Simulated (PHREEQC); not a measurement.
A made-up water analysis in mg/L, 25 °C, pH 7.8, pe 10:

```csv
constituent,mg/L
Na,0.111
K,0.000362
Ca,0.466
Mg,0.361
Cl,1.21
S(6) as SO4,0.137
Alkalinity as HCO3,1.29
Si as SiO2,0.00811
O(0) (dissolved oxygen),0.00399
```

Valence states are taken as typed.

The numbers come from PHREEQC with the ion-association model, phreeqc.dat.

Precipitation was switched off in this run.

Q: What charge-balance error does the model give?

A: charge-balance error -0.3 %.

Q: In which forms is C present?

A: HCO3- 96 %, CO2 3.4 % of the C.

Complexes and solids missing from the database can't appear.
